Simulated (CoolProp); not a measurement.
Ethylene at several states: Z from the reference equation and from simpler models built on Tc = 282.4 K, pc = 5.042 MPa, ω = 0.087; each cubic takes its own stable root.

Model: reference Helmholtz-energy equation of state, Smukala 2000, in CoolProp.

| T (K) | p (MPa) | phase | reference |
|---|---|---|---|
| 330.4 | 5.52 | supercritical | 0.7440 |
| 315.7 | 0.0348 | gas | 0.9984 |
| 143.7 | 0.0194 | liquid | 0.0007553 |
| 439.8 | 0.0413 | gas | 0.9994 |

**Question.** How far does each simpler model (van der Waals, Redlich-Kwong, Soave-Redlich-Kwong, Peng-Robinson) lie from the reference over these 4 states: mean and median of the absolute difference, and the worst?

**Answer.** 
- van der Waals: mean 32899.5 %, median 1.1 %, worst +131596.0 % at 143.7 K and 0.0194 MPa
- Redlich-Kwong: mean 1.1 %, median 0.4 %, worst +3.4 % at 143.7 K and 0.0194 MPa
- Soave-Redlich-Kwong: mean 1.1 %, median 0.4 %, worst +3.7 % at 143.7 K and 0.0194 MPa
- Peng-Robinson: mean 2.7 %, median 1.5 %, worst -7.9 % at 143.7 K and 0.0194 MPa

At some of these states van der Waals gives the other phase, because its saturation line lies elsewhere.
